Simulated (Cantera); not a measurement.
**Thermodynamics of hydrogen reduction and annealing atmospheres, feed V₂O₅ + H₂ + N₂**

Charge: 1 mol V₂O₅, 75 mol H₂, 2.4 mol N₂, equilibrated at 1223.15 K and 18.0 mbar.

Cantera equilibrium calculation (NASA polynomials, part measured and part estimated; ideal gas, pure solids and liquids). Candidate condensed phases: H₂O, V, VN, VO, V₂O₃, V₂O₄, V₂O₅; 28 gas species. Condensed phases not in the tables: the oxides between V₂O₃ and V₂O₅ other than VO₂. Rates play no part.

```
Quantity                               Result
----------------------------------  ---------
x(H₂)                                   0.943
x(N₂)                                  0.0310
x(H₂O)                                 0.0258
x(H)                                  2.18e-6
n(V₂O₃(s))                           1.00 mol
gas amount                          77.40 mol
log10 activity of V(s) (absent)         -5.52
log10 activity of V₂O₅(l) (absent)     -12.34
```
